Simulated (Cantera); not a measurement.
What does this Cantera script print?

```python
import numpy as np
import cantera as ct

gas = ct.Solution("gri30.yaml")
gas.TPX = 1273, 390000, {'CO': 0.0065, 'O2': 0.021, 'H2O': 0.00023, 'N2': 1}
inlet = ct.Reservoir(gas, clone=True)

reactor = ct.IdealGasConstPressureReactor(gas, energy="off", clone=False)
exhaust = ct.Reservoir(gas, clone=True)
tau = [18, 6.5, 2.4, 0.87, 0.32, 0.12, 0.043, 0.016, 0.0057][0]
for a, b in ((inlet, reactor), (reactor, exhaust)):
    ct.MassFlowController(a, b, mdot=lambda t: reactor.mass / tau)
net = ct.ReactorNet([reactor])
show = ['CO', 'O2', 'H2O', 'HO2', 'CO2']

rows = []
print(f"{'tau/s':>10s}{'T/K':>9s}" + "".join(f"{s:>11s}" for s in show))
for tau in [18, 6.5, 2.4, 0.87, 0.32, 0.12, 0.043, 0.016, 0.0057]:
    net.initial_time = 0.0
    net.advance(30 * tau)
    before = gas.X
    net.advance(40 * tau)
    drift = np.max(np.abs(gas.X - before) / (gas.X + 1e-9))
    rows.append([gas.T, *gas[show].X, drift])
    print(f"{tau:10.3e}{gas.T:9.1f}" + "".join(f"{x:11.3e}" for x in gas[show].X))
```

It prints:

```
     tau/s      T/K         CO         O2        H2O        HO2        CO2
 1.800e+01   1273.0  3.356e-05  1.734e-02  2.240e-04  1.012e-07  6.311e-03
 6.500e+00   1273.0  7.492e-05  1.736e-02  2.238e-04  1.890e-07  6.270e-03
 2.400e+00   1273.0  1.620e-04  1.740e-02  2.236e-04  3.299e-07  6.182e-03
 8.700e-01   1273.0  3.445e-04  1.749e-02  2.232e-04  5.445e-07  5.999e-03
 3.200e-01   1273.0  6.948e-04  1.766e-02  2.226e-04  8.325e-07  5.648e-03
 1.200e-01   1273.0  1.313e-03  1.796e-02  2.219e-04  1.182e-06  5.027e-03
 4.300e-02   1273.0  2.364e-03  1.847e-02  2.208e-04  1.588e-06  3.973e-03
 1.600e-02   1273.0  3.707e-03  1.913e-02  2.198e-04  1.946e-06  2.626e-03
 5.700e-03   1273.0  5.057e-03  1.979e-02  2.193e-04  2.163e-06  1.272e-03
```

Computed with Cantera and GRI-Mech 3.0 (53 species, 325 reactions).
